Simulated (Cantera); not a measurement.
A Cantera script and what it prints.

```python
import numpy as np
import cantera as ct

gas_names = [...]  # 113 gases of nasa_gas.yaml made of C, H, O, Ta
cond_names = """
    C(gr) C6H6(L) C7H8(L) C8H18(L),n-octa H2O(s) H2O(L) Ta(cr) Ta(L) TaC(s) TaC(L) Ta2O5(s) Ta2O5(L)
""".split()


# ... load() reads the species with a 1 bar reference pressure and builds the phases ...
atoms = {
    'Ta(OEt)5': {'Ta': 1, 'C': 10, 'H': 25, 'O': 5},
    'O2': {'O': 2},
    'H2': {'H': 2},
}
top_T = {'C(gr)': 4500}  # K; cautious upper limits of use, not melting points


# ... equilibrate(T, P, feed) seeds the gas with the atoms and calls Mixture.equilibrate('TP', solver="vcs", rtol=1e-11, max_steps=5000) ...
results = []
P = 40  # Pa
for T in [1373, 1523, 1673, 1823, 1973, 2123, 2273, 2423, 2573]:
    for m in [0.14, 0.2, 0.3, 0.44, 0.65, 0.97, 1.4, 2.1, 3.1, 4.7, 6.9]:
        feed = {'Ta(OEt)5': 1, 'O2': m, 'H2': 1.9}  # mol
        mix = equilibrate(T, P, feed)
        results.append((T, P, feed, dict(zip(mix.species_names, mix.species_moles))))

for T, P, feed, n in results:
    print(f"{T:7g} {feed['O2']:10.4g}  " + (" + ".join(c for c in cond_names if n.get(c, 0) > 1e-12) or "gas only"))
```

Result:

```
   1373       0.14  C(gr) + TaC(s)
   1373        0.2  C(gr) + TaC(s)
   1373        0.3  C(gr) + TaC(s)
   1373       0.44  C(gr) + TaC(s)
   1373       0.65  C(gr) + TaC(s)
   1373       0.97  C(gr) + TaC(s)
   1373        1.4  C(gr) + TaC(s)
   1373        2.1  TaC(s) + Ta2O5(s)
   1373        3.1  TaC(s) + Ta2O5(s)
   1373        4.7  Ta2O5(s)
   1373        6.9  Ta2O5(s)
   1523       0.14  C(gr) + TaC(s)
   1523        0.2  C(gr) + TaC(s)
   1523        0.3  C(gr) + TaC(s)
   1523       0.44  C(gr) + TaC(s)
   1523       0.65  C(gr) + TaC(s)
   1523       0.97  C(gr) + TaC(s)
   1523        1.4  C(gr) + TaC(s)
   1523        2.1  TaC(s) + Ta2O5(s)
   1523        3.1  TaC(s) + Ta2O5(s)
   1523        4.7  Ta2O5(s)
   1523        6.9  Ta2O5(s)
   1673       0.14  C(gr) + TaC(s)
   1673        0.2  C(gr) + TaC(s)
   1673        0.3  C(gr) + TaC(s)
   1673       0.44  C(gr) + TaC(s)
   1673       0.65  C(gr) + TaC(s)
   1673       0.97  C(gr) + TaC(s)
   1673        1.4  C(gr) + TaC(s)
   1673        2.1  TaC(s) + Ta2O5(s)
   1673        3.1  TaC(s) + Ta2O5(s)
   1673        4.7  Ta2O5(s)
   1673        6.9  Ta2O5(s)
   1823       0.14  C(gr) + TaC(s)
   1823        0.2  C(gr) + TaC(s)
   1823        0.3  C(gr) + TaC(s)
   1823       0.44  C(gr) + TaC(s)
   1823       0.65  C(gr) + TaC(s)
   1823       0.97  C(gr) + TaC(s)
   1823        1.4  C(gr) + TaC(s)
   1823        2.1  Ta(cr) + TaC(s)
   1823        3.1  Ta(cr) + Ta2O5(s)
   1823        4.7  Ta2O5(s)
   1823        6.9  Ta2O5(s)
   1973       0.14  C(gr) + TaC(s)
   1973        0.2  C(gr) + TaC(s)
   1973        0.3  C(gr) + TaC(s)
   1973       0.44  C(gr) + TaC(s)
   1973       0.65  C(gr) + TaC(s)
   1973       0.97  C(gr) + TaC(s)
   1973        1.4  C(gr) + TaC(s)
   1973        2.1  Ta(cr) + TaC(s)
   1973        3.1  Ta(cr) + Ta2O5(s)
   1973        4.7  Ta2O5(s)
   1973        6.9  Ta2O5(s)
   2123       0.14  C(gr) + TaC(s)
   2123        0.2  C(gr) + TaC(s)
   2123        0.3  C(gr) + TaC(s)
   2123       0.44  C(gr) + TaC(s)
   2123       0.65  C(gr) + TaC(s)
   2123       0.97  C(gr) + TaC(s)
   2123        1.4  C(gr) + TaC(s)
   2123        2.1  Ta(cr) + TaC(s)
   2123        3.1  Ta(cr) + Ta2O5(L)
   2123        4.7  Ta2O5(L)
   2123        6.9  Ta2O5(L)
   2273       0.14  C(gr) + TaC(s)
   2273        0.2  C(gr) + TaC(s)
   2273        0.3  C(gr) + TaC(s)
   2273       0.44  C(gr) + TaC(s)
   2273       0.65  C(gr) + TaC(s)
   2273       0.97  C(gr) + TaC(s)
   2273        1.4  C(gr) + TaC(s)
   2273        2.1  Ta(cr) + TaC(s)
   2273        3.1  Ta(cr)
   2273        4.7  Ta2O5(L)
   2273        6.9  Ta2O5(L)
   2423       0.14  C(gr) + TaC(s)
   2423        0.2  C(gr) + TaC(s)
   2423        0.3  C(gr) + TaC(s)
   2423       0.44  C(gr) + TaC(s)
   2423       0.65  C(gr) + TaC(s)
   2423       0.97  C(gr) + TaC(s)
   2423        1.4  C(gr) + TaC(s)
   2423        2.1  Ta(cr) + TaC(s)
   2423        3.1  Ta(cr)
   2423        4.7  gas only
   2423        6.9  gas only
   2573       0.14  C(gr) + TaC(s)
   2573        0.2  C(gr) + TaC(s)
   2573        0.3  C(gr) + TaC(s)
   2573       0.44  C(gr) + TaC(s)
   2573       0.65  C(gr) + TaC(s)
   2573       0.97  C(gr) + TaC(s)
   2573        1.4  C(gr) + TaC(s)
   2573        2.1  Ta(cr) + TaC(s)
   2573        3.1  gas only
   2573        4.7  gas only
   2573        6.9  gas only
```

Cantera equilibrium calculation (NASA polynomials, part measured and part estimated; ideal gas, pure solids and liquids). The feed counts by its element totals alone. Mutual solubility and eutectic melting of coexisting phases are not modelled. TaC: taken at fixed stoichiometry. Condensed phases not in the tables: Ta2C, N, O or C dissolved in the metal.
